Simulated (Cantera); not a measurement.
Cantera run:

```python
import numpy as np
import cantera as ct

gas_names = """
    Cr CrO CrO2 CrO3 H HO2 H2 H2O H2O2 O OH O2 O3
""".split()
cond_names = """
    Cr(cr) Cr(L) Cr2O3(s) Cr2O3(L) H2O(s) H2O(L)
""".split()


def load(file, names, dense=False):
    # The tables refer to 1 bar. Condensed volumes are neglected.
    table = {s.name: s for s in ct.Species.list_from_file(file)}
    out = []
    for n in names:
        d = dict(table[n].input_data)
        d["thermo"] = dict(d["thermo"], **{"reference-pressure": 1e5})
        if dense:
            d["equation-of-state"] = {"model": "constant-volume", "density": "1e6 g/cm^3"}
        out.append(ct.Species.from_dict(d))
    return out


gas = ct.Solution(thermo="ideal-gas", species=load("nasa_gas.yaml", gas_names))
cond = {s.name: ct.Solution(thermo="fixed-stoichiometry", species=[s], name=s.name)
        for s in load("nasa_condensed.yaml", cond_names, dense=True)}
atoms = {
    'Cr2O3': {'Cr': 2, 'O': 3},
    'H2': {'H': 2},
}
top_T = {}  # K; cautious upper limits of use, not melting points


def equilibrate(T, P, feed):
    n = {}
    for name, mol in feed.items():
        for a, k in atoms[name].items():
            n[a] = n.get(a, 0.0) + k * mol
    gas.TPX = T, P, n
    mass = sum(n.values()) * gas.mean_molecular_weight
    gas.equilibrate("TP")
    valid = [c for c in cond.values() if c.min_temp <= T <= top_T.get(c.name, c.max_temp)]
    mix = ct.Mixture([(gas, mass / gas.mean_molecular_weight)] + [(c, 0.0) for c in valid])
    mix.T, mix.P = T, P
    mix.equilibrate("TP", solver="vcs", rtol=1e-11, max_steps=5000)
    return mix


results = []
P = 13332.2  # Pa
for T in [800, 900, 1000, 1100, 1200, 1300, 1400, 1500, 1600, 1700, 1800, 1900, 2000]:
    for m in [7.2, 8.9, 11, 13, 17, 20, 25, 31, 38, 47]:
        feed = {'Cr2O3': 1, 'H2': m}  # mol
        mix = equilibrate(T, P, feed)
        results.append((T, P, feed, dict(zip(mix.species_names, mix.species_moles))))

for T, P, feed, n in results:
    print(f"{T:7g} {feed['H2']:10.4g}  " + (" + ".join(c for c in cond_names if n.get(c, 0) > 1e-12) or "gas only"))
```

It prints:

```
    800        7.2  Cr(cr) + Cr2O3(s)
    800        8.9  Cr(cr) + Cr2O3(s)
    800         11  Cr(cr) + Cr2O3(s)
    800         13  Cr(cr) + Cr2O3(s)
    800         17  Cr(cr) + Cr2O3(s)
    800         20  Cr(cr) + Cr2O3(s)
    800         25  Cr(cr) + Cr2O3(s)
    800         31  Cr(cr) + Cr2O3(s)
    800         38  Cr(cr) + Cr2O3(s)
    800         47  Cr(cr) + Cr2O3(s)
    900        7.2  Cr(cr) + Cr2O3(s)
    900        8.9  Cr(cr) + Cr2O3(s)
    900         11  Cr(cr) + Cr2O3(s)
    900         13  Cr(cr) + Cr2O3(s)
    900         17  Cr(cr) + Cr2O3(s)
    900         20  Cr(cr) + Cr2O3(s)
    900         25  Cr(cr) + Cr2O3(s)
    900         31  Cr(cr) + Cr2O3(s)
    900         38  Cr(cr) + Cr2O3(s)
    900         47  Cr(cr) + Cr2O3(s)
   1000        7.2  Cr(cr) + Cr2O3(s)
   1000        8.9  Cr(cr) + Cr2O3(s)
   1000         11  Cr(cr) + Cr2O3(s)
   1000         13  Cr(cr) + Cr2O3(s)
   1000         17  Cr(cr) + Cr2O3(s)
   1000         20  Cr(cr) + Cr2O3(s)
   1000         25  Cr(cr) + Cr2O3(s)
   1000         31  Cr(cr) + Cr2O3(s)
   1000         38  Cr(cr) + Cr2O3(s)
   1000         47  Cr(cr) + Cr2O3(s)
   1100        7.2  Cr(cr) + Cr2O3(s)
   1100        8.9  Cr(cr) + Cr2O3(s)
   1100         11  Cr(cr) + Cr2O3(s)
   1100         13  Cr(cr) + Cr2O3(s)
   1100         17  Cr(cr) + Cr2O3(s)
   1100         20  Cr(cr) + Cr2O3(s)
   1100         25  Cr(cr) + Cr2O3(s)
   1100         31  Cr(cr) + Cr2O3(s)
   1100         38  Cr(cr) + Cr2O3(s)
   1100         47  Cr(cr) + Cr2O3(s)
   1200        7.2  Cr(cr) + Cr2O3(s)
   1200        8.9  Cr(cr) + Cr2O3(s)
   1200         11  Cr(cr) + Cr2O3(s)
   1200         13  Cr(cr) + Cr2O3(s)
   1200         17  Cr(cr) + Cr2O3(s)
   1200         20  Cr(cr) + Cr2O3(s)
   1200         25  Cr(cr) + Cr2O3(s)
   1200         31  Cr(cr) + Cr2O3(s)
   1200         38  Cr(cr) + Cr2O3(s)
   1200         47  Cr(cr) + Cr2O3(s)
   1300        7.2  Cr(cr) + Cr2O3(s)
   1300        8.9  Cr(cr) + Cr2O3(s)
   1300         11  Cr(cr) + Cr2O3(s)
   1300         13  Cr(cr) + Cr2O3(s)
   1300         17  Cr(cr) + Cr2O3(s)
   1300         20  Cr(cr) + Cr2O3(s)
   1300         25  Cr(cr) + Cr2O3(s)
   1300         31  Cr(cr) + Cr2O3(s)
   1300         38  Cr(cr) + Cr2O3(s)
   1300         47  Cr(cr) + Cr2O3(s)
   1400        7.2  Cr(cr) + Cr2O3(s)
   1400        8.9  Cr(cr) + Cr2O3(s)
   1400         11  Cr(cr) + Cr2O3(s)
   1400         13  Cr(cr) + Cr2O3(s)
   1400         17  Cr(cr) + Cr2O3(s)
   1400         20  Cr(cr) + Cr2O3(s)
   1400         25  Cr(cr) + Cr2O3(s)
   1400         31  Cr(cr) + Cr2O3(s)
   1400         38  Cr(cr) + Cr2O3(s)
   1400         47  Cr(cr) + Cr2O3(s)
   1500        7.2  Cr(cr) + Cr2O3(s)
   1500        8.9  Cr(cr) + Cr2O3(s)
   1500         11  Cr(cr) + Cr2O3(s)
   1500         13  Cr(cr) + Cr2O3(s)
   1500         17  Cr(cr) + Cr2O3(s)
   1500         20  Cr(cr) + Cr2O3(s)
   1500         25  Cr(cr) + Cr2O3(s)
   1500         31  Cr(cr) + Cr2O3(s)
   1500         38  Cr(cr) + Cr2O3(s)
   1500         47  Cr(cr) + Cr2O3(s)
   1600        7.2  Cr(cr) + Cr2O3(s)
   1600        8.9  Cr(cr) + Cr2O3(s)
   1600         11  Cr(cr) + Cr2O3(s)
   1600         13  Cr(cr) + Cr2O3(s)
   1600         17  Cr(cr) + Cr2O3(s)
   1600         20  Cr(cr) + Cr2O3(s)
   1600         25  Cr(cr) + Cr2O3(s)
   1600         31  Cr(cr) + Cr2O3(s)
   1600         38  Cr(cr) + Cr2O3(s)
   1600         47  Cr(cr) + Cr2O3(s)
   1700        7.2  Cr(cr) + Cr2O3(s)
   1700        8.9  Cr(cr) + Cr2O3(s)
   1700         11  Cr(cr) + Cr2O3(s)
   1700         13  Cr(cr) + Cr2O3(s)
   1700         17  Cr(cr) + Cr2O3(s)
   1700         20  Cr(cr) + Cr2O3(s)
   1700         25  Cr(cr) + Cr2O3(s)
   1700         31  Cr(cr) + Cr2O3(s)
   1700         38  Cr(cr) + Cr2O3(s)
   1700         47  Cr(cr) + Cr2O3(s)
   1800        7.2  Cr(cr) + Cr2O3(s)
   1800        8.9  Cr(cr) + Cr2O3(s)
   1800         11  Cr(cr) + Cr2O3(s)
   1800         13  Cr(cr) + Cr2O3(s)
   1800         17  Cr(cr) + Cr2O3(s)
   1800         20  Cr(cr) + Cr2O3(s)
   1800         25  Cr(cr) + Cr2O3(s)
   1800         31  Cr(cr) + Cr2O3(s)
   1800         38  Cr(cr) + Cr2O3(s)
   1800         47  Cr(cr) + Cr2O3(s)
   1900        7.2  Cr(cr) + Cr2O3(s)
   1900        8.9  Cr(cr) + Cr2O3(s)
   1900         11  Cr(cr) + Cr2O3(s)
   1900         13  Cr(cr) + Cr2O3(s)
   1900         17  Cr(cr) + Cr2O3(s)
   1900         20  Cr(cr) + Cr2O3(s)
   1900         25  Cr(cr) + Cr2O3(s)
   1900         31  Cr(cr) + Cr2O3(s)
   1900         38  Cr(cr) + Cr2O3(s)
   1900         47  Cr(cr) + Cr2O3(s)
   2000        7.2  Cr(cr) + Cr2O3(s)
   2000        8.9  Cr(cr) + Cr2O3(s)
   2000         11  Cr(cr) + Cr2O3(s)
   2000         13  Cr(cr) + Cr2O3(s)
   2000         17  Cr(cr) + Cr2O3(s)
   2000         20  Cr(cr) + Cr2O3(s)
   2000         25  Cr(cr) + Cr2O3(s)
   2000         31  Cr(cr) + Cr2O3(s)
   2000         38  Cr(cr) + Cr2O3(s)
   2000         47  Cr(cr) + Cr2O3(s)
```

Cantera equilibrium calculation (NASA polynomials, part measured and part estimated; ideal gas, pure solids and liquids). Mutual solubility and eutectic melting of coexisting phases are not modelled.
